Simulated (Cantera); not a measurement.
What does this Cantera script print?

```python
import numpy as np
import cantera as ct

gas_names = """
    Cu CuO Cu2 H HO2 H2 H2O H2O2 O OH O2 O3
""".split()
cond_names = """
    Cu(cr) Cu(L) CuO(s) CuO2H2(s) Cu2O(s) Cu2O(L) H2O(s) H2O(L)
""".split()


# ... load() reads the species with a 1 bar reference pressure and builds the phases ...
atoms = {
    'Cu2O': {'Cu': 2, 'O': 1},
    'H2': {'H': 2},
}
top_T = {'CuO(s)': 1390}  # K; cautious upper limits of use, not melting points


# ... equilibrate(T, P, feed) seeds the gas with the atoms and calls Mixture.equilibrate('TP', solver="vcs", rtol=1e-11, max_steps=5000) ...
results = []
feed = {'Cu2O': 1, 'H2': 240}  # mol
P = 10000  # Pa
for T in [975, 1025, 1075, 1125, 1175, 1225, 1275, 1325, 1375, 1425, 1475]:
    mix = equilibrate(T, P, feed)
    results.append((T, P, feed, dict(zip(mix.species_names, mix.species_moles))))
    x = sorted(zip(gas.X, gas.species_names), reverse=True)
    print(f"T = {T:g} K  P = {P:g} Pa  gas = {mix.phase_moles(0):.4g} mol")
    print("   x: " + "  ".join(f"{s} {v:.3e}" for v, s in x if v > 0.001))
    print("   condensed (mol): " + ("  ".join(f"{mix.phase(i).name} {mix.phase_moles(i):.4g}"
          for i in range(1, mix.n_phases) if mix.phase_moles(i) > 1e-12) or "none"))
```

Result:

```
T = 975 K  P = 10000 Pa  gas = 240 mol
   x: H2 9.958e-01  H2O 4.167e-03
   condensed (mol): Cu(cr) 2
T = 1025 K  P = 10000 Pa  gas = 240 mol
   x: H2 9.958e-01  H2O 4.167e-03
   condensed (mol): Cu(cr) 2
T = 1075 K  P = 10000 Pa  gas = 240 mol
   x: H2 9.958e-01  H2O 4.167e-03
   condensed (mol): Cu(cr) 2
T = 1125 K  P = 10000 Pa  gas = 240 mol
   x: H2 9.958e-01  H2O 4.167e-03
   condensed (mol): Cu(cr) 2
T = 1175 K  P = 10000 Pa  gas = 240 mol
   x: H2 9.958e-01  H2O 4.167e-03
   condensed (mol): Cu(cr) 2
T = 1225 K  P = 10000 Pa  gas = 240 mol
   x: H2 9.958e-01  H2O 4.167e-03
   condensed (mol): Cu(cr) 2
T = 1275 K  P = 10000 Pa  gas = 240 mol
   x: H2 9.958e-01  H2O 4.167e-03
   condensed (mol): Cu(cr) 2
T = 1325 K  P = 10000 Pa  gas = 240 mol
   x: H2 9.958e-01  H2O 4.167e-03
   condensed (mol): Cu(cr) 1.999
T = 1375 K  P = 10000 Pa  gas = 240 mol
   x: H2 9.958e-01  H2O 4.167e-03
   condensed (mol): Cu(L) 1.998
T = 1425 K  P = 10000 Pa  gas = 240 mol
   x: H2 9.958e-01  H2O 4.167e-03
   condensed (mol): Cu(L) 1.995
T = 1475 K  P = 10000 Pa  gas = 240 mol
   x: H2 9.957e-01  H2O 4.166e-03
   condensed (mol): Cu(L) 1.987
```

These are equilibrium values from Cantera (NASA tables, ideal gas, pure condensed phases), not measurements of a reactor.
